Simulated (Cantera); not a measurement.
# Ammonia decomposition in nitride growth gas

An isothermal, constant-pressure homogeneous reactor starts with NH3 : N2 = 1 : 0.48 (molar parts), at 1475 K and 190000 Pa.

Detailed kinetics in Cantera: the gas-phase N/H chemistry of the illustrative SiF4/NH3 mechanism in the Surface Chemkin manual (1991). Walls and surfaces, which speed up NH3 decomposition in real reactors, are not modelled.

| t (s) | x NH3 | x N2 | x N2H4 | x H | x N2H2 |
|---|---|---|---|---|---|
| 0.000100 | 0.676 | 0.324 | 3.34e-10 | 7.13e-10 | 1.53e-10 |
| 0.000363 | 0.676 | 0.324 | 4.77e-9 | 7.42e-10 | 2.86e-9 |
| 0.00132 | 0.676 | 0.324 | 5.78e-8 | 1.13e-9 | 3.88e-8 |
| 0.00477 | 0.676 | 0.324 | 2.36e-7 | 3.38e-9 | 1.67e-7 |
| 0.0173 | 0.675 | 0.324 | 2.51e-7 | 9.13e-9 | 1.78e-7 |
| 0.0628 | 0.674 | 0.324 | 2.49e-7 | 2.95e-8 | 1.77e-7 |
| 0.228 | 0.670 | 0.325 | 2.42e-7 | 1.01e-7 | 1.73e-7 |
| 0.827 | 0.655 | 0.326 | 2.23e-7 | 3.44e-7 | 1.59e-7 |
| 3.00 | 0.611 | 0.331 | 1.78e-7 | 1.05e-6 | 1.24e-7 |
x: mole fraction; the columns are a selection and need not sum to one.

Equilibrium at this temperature and pressure: NH3 3.70e-5, N2 0.395, N2H4 <1e-12, H 7.37e-6, N2H2 <1e-12 (gas phase only).
